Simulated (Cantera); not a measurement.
Input: 1 mol Fe(CO)5, 0.041 mol CO, a varied amount of N2, equilibrated at 1248 K and 39.0 mbar.

These are equilibrium values from Cantera (NASA tables, ideal gas, pure condensed phases), not measurements of a reactor. Candidate condensed phases: C, Fe, Fe(CO)5, FeO, Fe2O3, Fe3O4; 27 gas species. Condensed phases not in the tables: cementite and carbon dissolved in iron. The numbers say what is thermodynamically allowed, not how fast it happens.

x: gas mole fraction; n: condensed amount in mol.

```json
[
 {"n(N2) (mol)": "8.8", "x N2": "0.636", "x CO": "0.364", "x CO2": "5.11e-5", "x Fe": "5.97e-9", "n C(graphite)": "0.000707", "n Fe(γ)": "1.00"},
 {"n(N2) (mol)": "11", "x N2": "0.686", "x CO": "0.314", "x CO2": "3.80e-5", "x Fe": "5.97e-9", "n C(graphite)": "0.000610", "n Fe(γ)": "1.00"},
 {"n(N2) (mol)": "14", "x N2": "0.735", "x CO": "0.265", "x CO2": "2.70e-5", "x Fe": "5.97e-9", "n C(graphite)": "0.000514", "n Fe(γ)": "1.00"},
 {"n(N2) (mol)": "17", "x N2": "0.771", "x CO": "0.229", "x CO2": "2.01e-5", "x Fe": "5.97e-9", "n C(graphite)": "0", "n Fe(γ)": "1.00"},
 {"n(N2) (mol)": "21", "x N2": "0.806", "x CO": "0.194", "x CO2": "1.44e-5", "x Fe": "5.97e-9", "n C(graphite)": "0", "n Fe(γ)": "1.00"},
 {"n(N2) (mol)": "26", "x N2": "0.838", "x CO": "0.162", "x CO2": "1.02e-5", "x Fe": "5.97e-9", "n C(graphite)": "0", "n Fe(γ)": "1.00"},
 {"n(N2) (mol)": "32", "x N2": "0.864", "x CO": "0.136", "x CO2": "7.13e-6", "x Fe": "5.97e-9", "n C(graphite)": "0", "n Fe(γ)": "1.00"},
 {"n(N2) (mol)": "39", "x N2": "0.886", "x CO": "(withheld)", "x CO2": "(withheld)", "x Fe": "5.97e-9", "n C(graphite)": "0", "n Fe(γ)": "1.00"},
 {"n(N2) (mol)": "48", "x N2": "0.905", "x CO": "0.0950", "x CO2": "3.48e-6", "x Fe": "5.97e-9", "n C(graphite)": "0", "n Fe(γ)": "1.00"},
 {"n(N2) (mol)": "60", "x N2": "0.922", "x CO": "(withheld)", "x CO2": "(withheld)", "x Fe": "5.97e-9", "n C(graphite)": "0", "n Fe(γ)": "1.00"},
 {"n(N2) (mol)": "74", "x N2": "0.936", "x CO": "0.0638", "x CO2": "1.57e-6", "x Fe": "5.97e-9", "n C(graphite)": "0", "n Fe(γ)": "1.00"}
]
```

Q: Fill in the missing entries.

A: 
- 39, x CO: 0.114
- 39, x CO2: 5.05e-6
- 60, x CO: 0.0775
- 60, x CO2: 2.31e-6
